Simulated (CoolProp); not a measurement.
Vapour-liquid equilibrium of R1234yf (1) + R227EA (2) at -59.85 °C; x and y are mole fractions of (1).

Values from CoolProp's multi-fluid Helmholtz-energy mixture model, Lemmon 2022 and Lemmon 2016; pair parameters Bell 2016.

| x | bubble pressure, mixture model (MPa) | bubble pressure, Raoult's law (MPa) | y, mixture model | y, Raoult's law |
|---|---|---|---|---|
| 0.05 | 0.01025 | 0.01020 | 0.108 | 0.104 |
| 0.2 | 0.01207 | 0.01195 | 0.359 | 0.356 |
| 0.35 | 0.01382 | 0.01369 | 0.542 | 0.543 |
| 0.5 | 0.01553 | 0.01543 | 0.684 | 0.688 |
| 0.65 | 0.01724 | 0.01717 | 0.799 | 0.804 |
| 0.8 | 0.01895 | 0.01892 | 0.895 | 0.898 |
| 0.95 | 0.02066 | 0.02066 | 0.976 | 0.977 |

The largest gap from Raoult's law is +1.0 % in bubble pressure, at x = 0.2. No azeotrope shows between x = 0.05 and 0.95.

Pair parameters are fitted to limited data, so mixtures are less certain than the pure fluids.
